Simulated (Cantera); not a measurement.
An adiabatic, constant-pressure homogeneous reactor starts with H2 : O2 : N2 = 1 : 0.217 : 0.817 (molar parts), at 1175 K and 645 Torr. Integrator tolerance rtol = 1e-08.

Computed with Cantera and GRI-Mech 3.0 (53 species, 325 reactions).

**Question.** What does this change do: 0.034 parts NO added?

**Answer.** 
```
quantity                                                            before                                      after
---------------------------------  ---------------------------------------  -----------------------------------------
time of steepest temperature rise                                  71.7 µs                                    67.4 µs
temperature at 0.200 s                                              2568 K                                     2643 K
equilibrium temperature                                             2568 K                                     2643 K
x(H2) at 0.200 s                       0.300 (gas-phase equilibrium 0.300)        0.276 (gas-phase equilibrium 0.276)
x(O2) at 0.200 s                   4.73e-5 (gas-phase equilibrium 4.73e-5)  0.000121 (gas-phase equilibrium 0.000121)
x(NO2) at 0.200 s                  3.36e-9 (gas-phase equilibrium 3.36e-9)    9.07e-9 (gas-phase equilibrium 9.07e-9)
x(N2O) at 0.200 s                  1.13e-8 (gas-phase equilibrium 1.13e-8)    2.06e-8 (gas-phase equilibrium 2.06e-8)
x(HO2) at 0.200 s                  4.57e-8 (gas-phase equilibrium 4.57e-8)    1.14e-7 (gas-phase equilibrium 1.14e-7)
```
The mechanism lacks 2 NO + O2 → 2 NO2 and HONO, so NO2 and the effect of NO are under-described below about 1400 K.
